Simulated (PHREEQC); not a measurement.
Leach liquor (model solution)

Consider water at 20 °C with 4.7 mmol/kgw H2SO4, 0.15 mmol/kgw CuSO4 and 0.092 mmol/kgw MgSO4. Closed to the air; pH follows from the charge balance.

Computed with PHREEQC (ion-association model, phreeqc.dat).

No solid was allowed to form.

Question: Estimate the pH, ionic strength.

Answer: pH 2.15; ionic strength 0.0118 mol/kgw.

Question: In which forms is Mg present?

Answer: Mg+2 77 %, MgSO4 23 % of the Mg.
